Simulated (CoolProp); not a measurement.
Saturation properties of R22 (Tc = 96.1 °C, pc = 49.90 bar, ω = 0.221).

Values from CoolProp's reference Helmholtz-energy equation of state, Kamei 1995.

| T (°C) | p (bar) | liquid density (kg/m³) | enthalpy of vaporisation (kJ/kg) |
|---|---|---|---|
| -81.35 | 0.09403 | 1522 | 257.6 |
| -68.05 | 0.2316 | 1486 | 250.0 |
| -54.65 | 0.5050 | 1449 | 242.2 |
| -41.35 | 0.9879 | 1411 | 234.1 |
| -28.05 | 1.778 | 1371 | 225.5 |
| -14.75 | 2.989 | 1330 | 216.3 |
| -1.45 | 4.749 | 1286 | 206.2 |
| 11.85 | 7.197 | 1240 | 195.1 |
| 25.15 | 10.48 | 1190 | 182.6 |
| 38.55 | 14.80 | 1135 | 168.3 |

It boils at -40.8 °C under 1 atm.
